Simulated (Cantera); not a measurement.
A freely propagating, adiabatic, planar premixed flame of H₂ : O₂ : N₂ : H₂O = 1 : 0.781 : 2.94 : 0.5 (molar parts), equivalence ratio 0.64, unburnt at 473 K and 101000 Pa; multicomponent+Soret transport, grid criteria slope 0.08 and curve 0.16, no radiation.

Cantera simulation using the H2/O2 subset of GRI-Mech 3.0, which has no nitrogen chemistry; the numbers are that mechanism's predictions, not measurements. Burning velocities carry a grid error of a few per cent, more on coarse grids. Lean hydrogen flames are cellular in practice and burn faster than this planar one.

x: mole fraction of selected species; z is measured from the peak of heat release.

```
z (mm)   T (K)  u (m/s)     x H₂    x O₂   x H₂O      x OH     x HO₂       x H
-------  -----  -------  -------  ------  ------  --------  --------  --------
-1.15      473     1.49    0.191   0.150  0.0958     <1e-8     <1e-8     <1e-8
-0.767     473     1.49    0.189   0.150  0.0961     <1e-8   1.16e-7     <1e-8
-0.575     474     1.48    0.184   0.151  0.0967     <1e-8   1.08e-6     <1e-8
-0.383     480     1.48    0.170   0.153  0.0987     <1e-8   1.17e-5     <1e-8
-0.192     580     1.71    0.128   0.157   0.112   3.12e-5  0.000318   2.01e-5
-0.0958    844     2.45   0.0936   0.144   0.148  0.000479  0.000324  0.000922
0         1168     3.36   0.0554   0.116   0.204   0.00168  0.000156   0.00470
0.0958     ___     4.01      ___     ___     ___       ___       ___       ___
0.192     1525     4.38   0.0142  0.0749   0.274   0.00646   5.93e-5   0.00698
0.383     1653     4.74  0.00760  0.0675   0.290   0.00742   3.64e-5   0.00394
0.767     1747     4.99  0.00398  0.0650   0.299   0.00626   1.93e-5   0.00138
1.53      1798     5.12  0.00161  0.0643   0.305   0.00426   8.25e-6  0.000332
3.07      1820     5.18      ___  0.0643   0.308       ___       ___       ___
```

**Question.** Fill in the missing entries.

**Answer.** 
- 0.0958, T (K): 1395
- 0.0958, x H₂: 0.0267
- 0.0958, x O₂: 0.0886
- 0.0958, x H₂O: 0.251
- 0.0958, x OH: 0.00433
- 0.0958, x HO₂: 8.80e-5
- 0.0958, x H: 0.00756
- 3.07, x H₂: 0.000518
- 3.07, x OH: 0.00252
- 3.07, x HO₂: 3.02e-6
- 3.07, x H: 5.98e-5
